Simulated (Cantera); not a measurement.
Input: 1 mol SiHCl3, 0.039 mol CH4, 250 mol H2, at 1400 K and 13.3 mbar.

Cantera equilibrium calculation (NASA polynomials, part measured and part estimated; ideal gas, pure solids and liquids). Candidate condensed phases: C, C6H6, C7H8, C8H18, Si, SiC; 109 gas species. Mutual solubility and eutectic melting of coexisting phases are not modelled. Kinetics and transport are ignored.

Base state: H2 0.988, HCl 0.0111, SiCl2 0.000371, H 4.19e-5 (mole fractions); condensed: Si(s) + SiC(s).

Q: What changes in the equilibrium state with this change: H2 from 250 to 49 mol?

A: 
| species | before | after |
|---|---|---|
| H2 | 0.988 | 0.948 |
| HCl | 0.0111 | 0.0453 |
| SiCl2 | 0.000371 | 0.00638 |
| SiCl4 | 6.53e-8 | 1.93e-5 |
| SiCl3 | 2.39e-6 | 0.000170 |
| SiHCl3 | 4.10e-7 | 2.86e-5 |
| H | 4.19e-5 | 4.10e-5 |
| Si(s), mol | 0.867 | 0.623 |
| SiC(s), mol | 0.0389 | 0.0390 |
The tables' values for SiCl3 are old estimates; treat these amounts as uncertain.
